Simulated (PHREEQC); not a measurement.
## Brine: an equilibrium model

Make-up at 25 °C: 34.5 mmol/kgw NaBr, 97 mmol/kgw Na2SO4 and 0.38 mmol/kgw LiCl. Closed to the air; pH follows from the charge balance.

The numbers come from PHREEQC with the ion-association model, phreeqc.dat.

No solid was allowed to form.

**Question.** Estimate the ionic strength.

**Answer.** ionic strength 0.285 mol/kgw.

**Question.** In which forms is Li present?

**Answer.** Li+ 92 %, LiSO4- 8.1 % of the Li.
